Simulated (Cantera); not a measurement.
**Moist CO burnout**

An isothermal, constant-pressure homogeneous reactor starts with CO : O2 : H2O : N2 = 0.0011 : 0.0026 : 0.0013 : 1 (molar parts), equivalence ratio 0.21, at 1223 K and 1.01 bar.

Cantera simulation using GRI-Mech 3.0 (53 species, 325 reactions); the numbers are that mechanism's predictions, not measurements.

| t (s) | x CO | x O2 | x H2O | x NO | x O | x CO2 | x H2 |
|---|---|---|---|---|---|---|---|
| 1.00e-5 | 0.00109 | 0.00259 | 0.00129 | <1e-12 | 2.02e-12 | 2.03e-12 | <1e-12 |
| 3.35e-5 | 0.00109 | 0.00259 | 0.00129 | <1e-12 | 6.76e-12 | 6.80e-12 | <1e-12 |
| 0.000112 | 0.00109 | 0.00259 | 0.00129 | <1e-12 | 2.24e-11 | 2.29e-11 | <1e-12 |
| 0.000376 | 0.00109 | 0.00259 | 0.00129 | <1e-12 | 7.34e-11 | 7.92e-11 | <1e-12 |
| 0.00126 | 0.00109 | 0.00259 | 0.00129 | <1e-12 | 2.57e-10 | 3.33e-10 | 2.37e-12 |
| 0.00422 | 0.00109 | 0.00259 | 0.00129 | <1e-12 | 2.21e-9 | 3.93e-9 | 1.15e-10 |
| 0.0141 | 0.00109 | 0.00258 | 0.00129 | <1e-12 | 1.27e-6 | 2.63e-6 | 1.13e-7 |
| 0.0474 | 0.000329 | 0.00220 | 0.00127 | 3.00e-8 | 2.12e-5 | 0.000766 | 9.17e-6 |
| 0.159 | 3.49e-5 | 0.00206 | 0.00129 | 5.27e-8 | 2.28e-6 | 0.00106 | 1.01e-6 |
| 0.532 | 2.67e-6 | 0.00204 | 0.00129 | 5.90e-8 | 2.28e-7 | 0.00109 | 9.08e-8 |
| 1.78 | 1.34e-7 | 0.00204 | 0.00129 | 6.13e-8 | 3.11e-8 | 0.00109 | 1.05e-8 |
| 5.97 | 4.88e-9 | 0.00204 | 0.00129 | 6.21e-8 | 7.99e-9 | 0.00110 | 2.45e-9 |
| 20.0 | 9.65e-10 | 0.00204 | 0.00129 | 6.23e-8 | 2.28e-9 | 0.00110 | 7.21e-10 |
x: mole fraction; the columns are a selection and need not sum to one.

Equilibrium at this temperature and pressure: CO 7.22e-10, O2 0.00203, H2O 0.00129, NO 2.58e-5, O 1.82e-9, CO2 0.00110, H2 5.84e-10 (gas phase only).
